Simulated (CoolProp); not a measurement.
Normal hydrogen at 859.46 K and 0.47 MPa flows at 5.8 m/s in a round tube of 50 mm bore and 0.25 µm roughness, fully developed (64/Re and Nu = 3.66 if laminar; Colebrook and Gnielinski if turbulent). Each further row changes one setting.

The numbers come from the reference Helmholtz-energy equation of state, Leachman 2009 in CoolProp.

```
case               Reynolds number  Darcy friction factor  pressure drop (Pa/m)  heat-transfer coefficient (W/(m² K))  mass flow (kg/h)
-----------------  ---------------  ---------------------  --------------------  ------------------------------------  ----------------
as stated                     2060                 0.0310                  1.38                                  29.8              5.43
velocity 11.6 m/s             4130                 0.0396                  7.05                                   107              10.9
diameter 100 mm               4130                 0.0395                 0.881                                  53.5              21.7
```

Viscosity comes from a separate model (Muzny 2013). Thermal conductivity comes from a separate model (Assael 2011).
